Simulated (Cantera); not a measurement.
Input (Python, Cantera) and output of one run.

```python
import numpy as np
import cantera as ct

gas_names = """
    CL CL2 H HCL H2 N NH NH2 NH3 N2 N2H2 N2H4 Si SiCL SiCL2 SiCL3 SiCL4 SiH SiHCL3 SiH2 SiH2CL2 SiH3
    SiH3CL SiH4 SiN Si2 Si2N Si3
""".split()
cond_names = """
    NH4CL(a) NH4CL(b) Si(cr) Si(L) Si3N4(a)
""".split()


def load(file, names, dense=False):
    # The tables refer to 1 bar. Condensed volumes are neglected.
    table = {s.name: s for s in ct.Species.list_from_file(file)}
    out = []
    for n in names:
        d = dict(table[n].input_data)
        d["thermo"] = dict(d["thermo"], **{"reference-pressure": 1e5})
        if dense:
            d["equation-of-state"] = {"model": "constant-volume", "density": "1e6 g/cm^3"}
        out.append(ct.Species.from_dict(d))
    return out


gas = ct.Solution(thermo="ideal-gas", species=load("nasa_gas.yaml", gas_names))
cond = {s.name: ct.Solution(thermo="fixed-stoichiometry", species=[s], name=s.name)
        for s in load("nasa_condensed.yaml", cond_names, dense=True)}
atoms = {
    'SiH2Cl2': {'Si': 1, 'H': 2, 'CL': 2},
    'N2': {'N': 2},
}
top_T = {'Si3N4(a)': 2400}  # K; cautious upper limits of use, not melting points


def equilibrate(T, P, feed):
    n = {}
    for name, mol in feed.items():
        for a, k in atoms[name].items():
            n[a] = n.get(a, 0.0) + k * mol
    gas.TPX = T, P, n
    mass = sum(n.values()) * gas.mean_molecular_weight
    gas.equilibrate("TP")
    valid = [c for c in cond.values() if c.min_temp <= T <= top_T.get(c.name, c.max_temp)]
    mix = ct.Mixture([(gas, mass / gas.mean_molecular_weight)] + [(c, 0.0) for c in valid])
    mix.T, mix.P = T, P
    mix.equilibrate("TP", solver="vcs", rtol=1e-11, max_steps=5000)
    return mix


results = []
feed = {'SiH2Cl2': 1, 'N2': 6.6}  # mol
T = 875  # K
P = 950  # Pa
mix = equilibrate(T, P, feed)
results.append((T, P, feed, dict(zip(mix.species_names, mix.species_moles))))
print(gas.report(threshold=1e-05))
for i in range(1, mix.n_phases):
    print(f"{mix.phase(i).name:16s} {mix.phase_moles(i):12.5e} mol")
```

Output:

```
       temperature   875 K
          pressure   950 Pa
           density   0.0041285 kg/m^3
  mean mol. weight   31.616 kg/kmol
   phase of matter   gas

                          1 kg             1 kmol
                     ---------------   ---------------
          enthalpy       -4.0079e+05       -1.2671e+07  J
   internal energy       -6.3089e+05       -1.9946e+07  J
           entropy            8548.3        2.7026e+05  J/K
    Gibbs function       -7.8806e+06       -2.4915e+08  J
 heat capacity c_p            1062.5             33592  J/K
 heat capacity c_v            799.52             25278  J/K

                      mass frac. Y      mole frac. X     chem. pot. / RT
                     ---------------   ---------------   ---------------
               HCL           0.17362           0.15056           -43.189
                H2         0.0033063          0.051851             -24.8
                N2           0.68374           0.77165           -29.445
             SiCL4           0.13925          0.025914           -144.12
            SiHCL3        8.3666e-05         1.953e-05           -125.73
     [  +23 minor]         1.046e-05        2.5923e-06

Si(cr)            0.00000e+00 mol
Si3N4(a)          2.65335e-01 mol
```

These are equilibrium values from Cantera (NASA tables, ideal gas, pure condensed phases), not measurements of a reactor. N2 is the only nitrogen source here; it is nearly inert below about 1500 K, so the nitride shown seldom forms there in practice.
